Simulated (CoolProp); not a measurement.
Saturation properties of carbonyl sulfide.

The numbers come from the reference Helmholtz-energy equation of state, Lemmon 2006 in CoolProp. It is a short technical equation, of lower accuracy than the large ones.

```tsv
T (K)	p (MPa)	liquid density (kg/m³)	vapour density (kg/m³)	enthalpy of vaporisation (kJ/kg)
198.1	0.02711	1226	0.9999	325.0
221.4	0.09408	1178	3.155	310.0
244.8	0.2520	___	7.860	293.5
268.1	0.5580	1071	16.58	274.7
291.5	1.083	___	31.45	252.3
314.9	___	938.4	55.70	224.6
338.2	3.082	852.3	95.62	188.4
361.6	4.742	731.6	171.3	134.2
```

Some entries are withheld; supply them.


- 244.8, liquid density (kg/m³): 1126
- 291.5, liquid density (kg/m³): 1009
- 314.9, p (MPa): 1.899

It boils at 223.0 K under 1 atm.
